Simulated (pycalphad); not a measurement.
All values are pycalphad results on the COST 507 light-alloy database (1999) (1 atm), not direct measurements. These are 1990s assessments: newer ones move some temperatures and phases. Diffusion is slow at the low end, where real alloys seldom reach equilibrium.

Task: How does the equilibrium phase assembly of Si-32.3V (at.%) change on cooling from 2850 K to 530 K?

Result: 
| T (K) | phases above | phases below |
|---|---|---|
| 1950.0 | liquid | liquid + SI2V |
| 1675.1 | liquid + SI2V | diamond (Si) + SI2V |
Changes were sought between steps of 40 K, so a narrower field can be missed.

Database names, with the compositions (at.%) that they take in these runs: SI2V: Si 67 V 33.
